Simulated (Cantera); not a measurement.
A Cantera script and what it prints.

```python
import numpy as np
import cantera as ct

gas_names = """
    C CN C2 CCN CNC C2N2 C3 C4 C4N2 C5 N N2 Si SiC SiC2 SiN Si2 Si2C Si2N Si3
""".split()
cond_names = """
    C(gr) Si(cr) Si(L) SiC(b) Si3N4(a)
""".split()


# ... load() reads the species with a 1 bar reference pressure and builds the phases ...
atoms = {
    'Si3N4': {'Si': 3, 'N': 4},
    'Si': {'Si': 1},
    'N2': {'N': 2},
    'C': {'C': 1},
}
top_T = {'C(gr)': 4500, 'SiC(b)': 3050, 'Si3N4(a)': 2400}  # K; cautious upper limits of use, not melting points


# ... equilibrate(T, P, feed) seeds the gas with the atoms and calls Mixture.equilibrate('TP', solver="vcs", rtol=1e-11, max_steps=5000) ...
results = []
feed = {'Si3N4': 1, 'Si': 0.0084, 'N2': 0.12, 'C': 0.09}  # mol
T = 2073  # K
P = 84  # Pa
mix = equilibrate(T, P, feed)
results.append((T, P, feed, dict(zip(mix.species_names, mix.species_moles))))
print(gas.report(threshold=1e-06))
for i in range(1, mix.n_phases):
    print(f"{mix.phase(i).name:16s} {mix.phase_moles(i):12.5e} mol")
```

Result:

```
       temperature   2073 K
          pressure   84 Pa
           density   0.00013794 kg/m^3
  mean mol. weight   28.304 kg/kmol
   phase of matter   gas

                          1 kg             1 kmol
                     ---------------   ---------------
          enthalpy        4.0262e+06        1.1396e+08  J
   internal energy        3.4172e+06         9.672e+07  J
           entropy             10994        3.1116e+05  J/K
    Gibbs function       -1.8763e+07       -5.3107e+08  J
 heat capacity c_p            1222.9             34613  J/K
 heat capacity c_v            929.18             26299  J/K

                      mass frac. Y      mole frac. X     chem. pot. / RT
                     ---------------   ---------------   ---------------
                CN        2.9845e-06        3.2467e-06           -22.625
                N2           0.86465           0.87359            -34.28
                Si           0.11775           0.11866           -6.0894
              SiC2        6.3501e-05        3.4492e-05            -17.06
               SiN         0.0010521        0.00070746           -23.229
               Si2         0.0028914          0.001457           -12.179
              Si2C           0.01054         0.0043755           -17.664
              Si2N          0.002156        0.00086954           -29.319
               Si3        0.00089772        0.00030157           -18.268
     [  +11 minor]        4.6708e-07        3.8567e-07

C(gr)             0.00000e+00 mol
Si(L)             2.60499e+00 mol
SiC(b)            7.92153e-02 mol
Si3N4(a)          0.00000e+00 mol
```

These are equilibrium values from Cantera (NASA tables, ideal gas, pure condensed phases), not measurements of a reactor. Mutual solubility and eutectic melting of coexisting phases are not modelled. The tables' values for SiN are old estimates; treat these amounts as uncertain.
